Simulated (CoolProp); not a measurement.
Aqueous potassium formate as a coolant, at 13 °C, 1 atm.

Computed with CoolProp (Melinder's fits for secondary coolants).

```csv
mass %,freezing point (°C),viscosity (mPa s),Prandtl number,cp (kJ/(kg K)),conductivity (W/(m K))
4.1,-1.8,1.30,9.04,4.030,0.578
7.4,-3.5,1.35,9.21,3.904,0.572
10.6,-5.3,1.40,9.34,3.785,0.567
13.8,-7.2,1.45,9.50,3.668,0.561
17,-9.4,1.52,9.73,3.554,0.556
20.2,-11.8,1.60,10.0,3.443,0.551
23.5,-14.6,1.70,10.4,3.333,0.545
26.7,-17.6,1.81,10.8,3.230,0.539
29.9,-21.0,1.92,11.3,3.134,0.533
33.1,-24.9,2.03,11.8,3.043,0.526
36.3,-29.3,2.15,12.3,2.957,0.518
39.6,-34.3,2.30,13.0,2.875,0.510
```
